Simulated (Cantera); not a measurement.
An isothermal, constant-pressure homogeneous reactor starts with CO : O2 : H2O : N2 = 0.0019 : 0.035 : 0.00045 : 1 (molar parts), equivalence ratio 0.027, at 1175 K and 3750 Torr.

Detailed kinetics in Cantera: GRI-Mech 3.0 (53 species, 325 reactions).

One state of this run: x CO = 0.00173; x O2 = 0.0337; x H2O = 0.000433; x HO2 = 1.35e-6; x NO2 = 5.86e-11; x O = 1.30e-6. x: mole fraction; the columns are a selection and need not sum to one.

Q: Which value of t (s) does it belong to?
A. 0.000243
B. 1.00
C. 0.0247
D. 0.00154

A: C, 0.0247
